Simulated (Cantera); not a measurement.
Input: 1 mol C6H6, 0.15 mol O2, 0.024 mol CO2, held at 1098 K and 240 Torr.

Equilibrium computed with Cantera from the NASA thermochemical tables; the gas is ideal and each condensed phase is pure. Candidate condensed phases: C, C6H6, C7H8, C8H18, H2O; 110 gas species. Rates play no part.

Base state: H2 0.886, CO 0.102, CH4 0.00918, H2O 0.00266, CO2 0.000304 (mole fractions); condensed: C(graphite).

What changes in the equilibrium state with this change: pressure from 240 Torr to 1.00 Torr?


```csv
species,before,after
H2,0.886,0.896
CO,0.102,0.104
CH4,0.00918,3.91e-5
H2O,0.00266,1.14e-5
CO2,0.000304,1.31e-6
"C(graphite), mol",5.66,5.68
```

What changes in the equilibrium state with this change: pressure from 240 Torr to 6980 Torr?


```tsv
species	before	after
H2	0.886	0.708
CH4	0.00918	0.170
CO	0.102	0.0733
H2O	0.00266	0.0443
C2H6	3.69e-8	1.59e-5
CO2	0.000304	0.00456
C(graphite), mol	5.66	5.34
```
